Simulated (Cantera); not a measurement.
An adiabatic, constant-volume homogeneous reactor starts with CH4 : CO : O2 : N2 = 1 : 0.42 : 5.26 : 19.8 (molar parts), equivalence ratio 0.42, at 1498 K and 760 Torr.

Model: GRI-Mech 3.0 (53 species, 325 reactions), integrated in Cantera.

**Question.** Predict: time of steepest temperature rise; temperature at 0.500 s; equilibrium temperature; x(CO) at 0.500 s; x(O2) at 0.500 s; x(NO2) at 0.500 s.

**Answer.** 
| Property | Value |
|---|---|
| time of steepest temperature rise | 0.830 ms |
| temperature at 0.500 s | 2486 K |
| equilibrium temperature | 2486 K |
| x(CO) at 0.500 s | 0.00404 (gas-phase equilibrium 0.00404) |
| x(O2) at 0.500 s | 0.106 (gas-phase equilibrium 0.106) |
| x(NO2) at 0.500 s | 1.29e-5 (gas-phase equilibrium 1.29e-5) |
